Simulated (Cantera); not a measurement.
Stirred combustor or abatement burner

A perfectly stirred reactor is fed with 2.96 % CH4, 2.43 % C2H6, 0.172 % C3H8, 19.8 % O2, 74.6 % N2, equivalence ratio 0.77, at 330 Torr; it is adiabatic with a 375 K inlet, and is followed from long to short residence time, starting on the burning branch (τ in s: 0.22, 0.073, 0.025, 0.0083, 0.0028, 0.00094, 0.00032, 0.00011, 3.6e-05).

Detailed kinetics in Cantera: GRI-Mech 3.0 (53 species, 325 reactions).

```
τ (s)    T (K)     x CH4   x C2H6   x C3H8   x CO2    x O2
-------  -----  --------  -------  -------  ------  ------
0.22      2011   1.64e-6  2.25e-7  1.60e-8  0.0800  0.0450
0.073     1991   3.46e-6  5.61e-7  3.93e-8  0.0785  0.0456
0.025     1958   7.08e-6  1.30e-6  8.84e-8  0.0761  0.0466
0.0083    1907   1.55e-5  3.07e-6  1.99e-7  0.0726  0.0481
0.0028    1841   3.64e-5  7.41e-6  4.60e-7  0.0683  0.0503
0.00094   1761   9.80e-5  1.97e-5  1.19e-6  0.0624  0.0536
0.00032   1664  0.000344  6.74e-5  4.00e-6  0.0517  0.0604
0.00011    375    0.0296   0.0243  0.00172  <1e-12   0.198
3.6e-5     375    0.0296   0.0243  0.00172  <1e-12   0.198
```
x: mole fraction; the columns are a selection and need not sum to one.
